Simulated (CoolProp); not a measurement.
Ammonia at several states: fugacity coefficient from the reference equation and from simpler models built on Tc = 405.6 K, pc = 11360 kPa, ω = 0.256; each cubic takes its own stable root.

Model: reference Helmholtz-energy equation of state, Gao 2020, in CoolProp.

```
T (K)  p (kPa)   phase  reference
-----  -------  ------  ---------
396.7     1470     gas     0.9486
272.5     1260  liquid     0.3147
697       1180     gas     0.9956
```

### Question
How far does each simpler model (van der Waals, Redlich-Kwong, Soave-Redlich-Kwong, Peng-Robinson) lie from the reference over these 3 states: mean and median of the absolute difference, and the worst?

### Answer
- van der Waals: mean 64.3 %, median 1.2 %, worst +191.4 % at 272.5 K and 1260 kPa
- Redlich-Kwong: mean 22.2 %, median 0.5 %, worst +66.1 % at 272.5 K and 1260 kPa
- Soave-Redlich-Kwong: mean 0.8 %, median 0.5 %, worst +1.8 % at 272.5 K and 1260 kPa
- Peng-Robinson: mean 0.6 %, median 0.1 %, worst +1.6 % at 272.5 K and 1260 kPa

At some of these states van der Waals gives the other phase, because its saturation line lies elsewhere.
